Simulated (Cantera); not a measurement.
## Adiabatic ignition

An adiabatic, constant-pressure homogeneous reactor starts with 9.39 % CO, 2.72 % H₂, 14.6 % O₂, 73.2 % N₂, at 1523 K and 5.00 bar.

Detailed kinetics in Cantera: GRI-Mech 3.0 (53 species, 325 reactions). The hydrogen kinetics of GRI-Mech 3.0 are dated; newer H2 mechanisms differ, most at raised pressure.

```json
[
 {"t (s)": "3.00e-6", "T (K)": "1523", "x CO": "0.0939", "x H₂": "0.0272", "x O₂": "0.146", "x NO": "4.20e-12", "x OH": "2.04e-5"},
 {"t (s)": "1.02e-5", "T (K)": "1748", "x CO": "0.0711", "x H₂": "0.00118", "x O₂": "0.117", "x NO": "6.70e-6", "x OH": "0.00412"},
 {"t (s)": "3.44e-5", "T (K)": "2169", "x CO": "0.0215", "x H₂": "0.000928", "x O₂": "0.0954", "x NO": "6.05e-5", "x OH": "0.00615"},
 {"t (s)": "0.000116", "T (K)": "2347", "x CO": "0.00657", "x H₂": "0.000285", "x O₂": "0.0922", "x NO": "0.000186", "x OH": "0.00395"},
 {"t (s)": "0.000393", "T (K)": "2387", "x CO": "0.00294", "x H₂": "0.000140", "x O₂": "0.0913", "x NO": "0.000398", "x OH": "0.00288"},
 {"t (s)": "0.00133", "T (K)": "2387", "x CO": "0.00284", "x H₂": "0.000137", "x O₂": "0.0910", "x NO": "0.000982", "x OH": "0.00284"},
 {"t (s)": "0.00451", "T (K)": "2383", "x CO": "0.00280", "x H₂": "0.000135", "x O₂": "0.0901", "x NO": "0.00277", "x OH": "0.00280"},
 {"t (s)": "0.0152", "T (K)": "2375", "x CO": "0.00270", "x H₂": "0.000131", "x O₂": "0.0880", "x NO": "0.00692", "x OH": "0.00271"},
 {"t (s)": "0.0516", "T (K)": "2367", "x CO": "0.00261", "x H₂": "0.000127", "x O₂": "0.0860", "x NO": "0.0109", "x OH": "0.00262"},
 {"t (s)": "0.175", "T (K)": "2367", "x CO": "0.00260", "x H₂": "0.000127", "x O₂": "0.0858", "x NO": "0.0114", "x OH": "0.00261"},
 {"t (s)": "0.591", "T (K)": "2367", "x CO": "0.00260", "x H₂": "0.000127", "x O₂": "0.0858", "x NO": "0.0114", "x OH": "0.00261"},
 {"t (s)": "2.00", "T (K)": "2367", "x CO": "0.00260", "x H₂": "0.000127", "x O₂": "0.0858", "x NO": "0.0114", "x OH": "0.00261"}
]
```
x: mole fraction; the columns are a selection and need not sum to one.

The time of steepest temperature rise comes out as 6.79 µs. The temperature at 2.00 s is 2367 K and the equilibrium temperature comes out as 2367 K. The x(CO) at 2.00 s comes out as 0.00260 (gas-phase equilibrium 0.00260), the x(H₂) at 2.00 s is 0.000127 (gas-phase equilibrium 0.000127) and the x(O₂) at 2.00 s comes out as 0.0858 (gas-phase equilibrium 0.0858).
